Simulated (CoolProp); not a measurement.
Vapour-liquid equilibrium of R125 (1) + n-butane (2) at 6.6 bar; x and y are mole fractions of (1).

Computed with CoolProp (multi-fluid Helmholtz-energy mixture model, Lemmon 2005 and Bücker 2006; pair parameters Bell 2016).

Task: Give the bubble temperature and the first vapour's composition at x = 0.05, 0.35, 0.8. Is there an azeotrope?

Result: x = 0.05: 43.3 °C, y = 0.362; x = 0.35: 8.4 °C, y = 0.808; x = 0.8: 1.5 °C, y = 0.896. No azeotrope shows between x = 0.05 and 0.95.

The pair parameters rest on a limited set of measurements; away from them the model extrapolates. With so large a gap from Raoult's law the liquid may split in two, which this calculation doesn't test in full.
